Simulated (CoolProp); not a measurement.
The fluid at 269.13 K and 0.37 MPa expands adiabatically to 0.0366 MPa with isentropic efficiency 1. The same conditions are run with several fluids, on thermodynamics alone (safety and materials aside).

Model: reference Helmholtz-energy equation of state of each fluid (CH2F2 (R32): Tillner-Roth 1997; hydrogen sulfide: Lemmon 2006; R410A: Lemmon 2003; methane: Setzmann 1991), in CoolProp. Blends and air are pseudo-pure fits.

```csv
fluid,work (kJ/kg),final temperature (K),final phase,final density (kg/m³)
CH2F2 (R32),77.5,203.4,"two-phase, vapour fraction 0.908",1.27
hydrogen sulfide,117,194.7,"two-phase, vapour fraction 0.910",0.856
R410A,57.0,203.7,"two-phase, vapour fraction 0.942",1.70
methane,244,151.6,gas,0.468
```
